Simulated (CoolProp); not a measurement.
The fluoroketone C6F12O (FK-5-1-12) along the isotherm 500 K: density (kg/m³) from the reference equation and from simpler models built on Tc = 441.8 K, pc = 18.69 bar, ω = 0.471; each cubic takes its own stable root.

Values from CoolProp's reference Helmholtz-energy equation of state, McLinden 2015.

```
p (bar)  phase  reference
-------  -----  ---------
0.584      gas      4.471
1.17       gas      9.019
1.75       gas      13.59
2.34       gas      18.30
2.92       gas      23.00
3.5        gas      27.76
4.09       gas      32.69
4.67       gas      37.60
5.26       gas      42.67
5.84       gas      47.74
6.42       gas      52.88
7.01       gas      58.20
7.59       gas      63.51
8.18       gas      69.01
8.76       gas      74.51
9.35       gas      80.19
```

Q: How far does each simpler model (ideal gas, Redlich-Kwong, Soave-Redlich-Kwong, Peng-Robinson) lie from the reference over these 16 states: mean and median of the absolute difference, and the worst?

A: 
- ideal gas: mean 6.0 %, median 5.9 %, worst -11.4 % at 500 K and 9.35 bar
- Redlich-Kwong: mean 0.7 %, median 0.6 %, worst +1.4 % at 500 K and 9.35 bar
- Soave-Redlich-Kwong: mean 0.3 %, median 0.3 %, worst -0.6 % at 500 K and 9.35 bar
- Peng-Robinson: mean 0.6 %, median 0.6 %, worst +1.2 % at 500 K and 9.35 bar
